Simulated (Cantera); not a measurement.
Mixture: CH₄ : CO : O₂ : N₂ = 1 : 0.28 : 1.53 : 5.75 (molar parts), at 2.80 bar, adiabatic and at constant pressure. Ignition delay is the time to a rise of 400 K.

Computed with Cantera and GRI-Mech 3.0 (53 species, 325 reactions).

What does this change do: constant volume in place of constant pressure?


```csv
quantity,before,after
delay at 1075 K,0.202 s,0.191 s
delay at 1175 K,41.3 ms,38.6 ms
delay at 1275 K,10.0 ms,9.31 ms
delay at 1375 K,2.79 ms,2.58 ms
delay at 1475 K,0.875 ms,0.809 ms
apparent activation energy between 1425 and 1525 K,200 kJ/mol,200 kJ/mol
```

What does this change do: N2 5.75 to 16 parts?


```json
[
 {"quantity": "delay at 1075 K", "before": "0.202 s", "after": "0.518 s"},
 {"quantity": "delay at 1175 K", "before": "41.3 ms", "after": "0.111 s"},
 {"quantity": "delay at 1275 K", "before": "10.0 ms", "after": "27.7 ms"},
 {"quantity": "delay at 1375 K", "before": "2.79 ms", "after": "7.61 ms"},
 {"quantity": "delay at 1475 K", "before": "0.875 ms", "after": "2.26 ms"},
 {"quantity": "apparent activation energy between 1425 and 1525 K", "before": "200 kJ/mol", "after": "210 kJ/mol"}
]
```
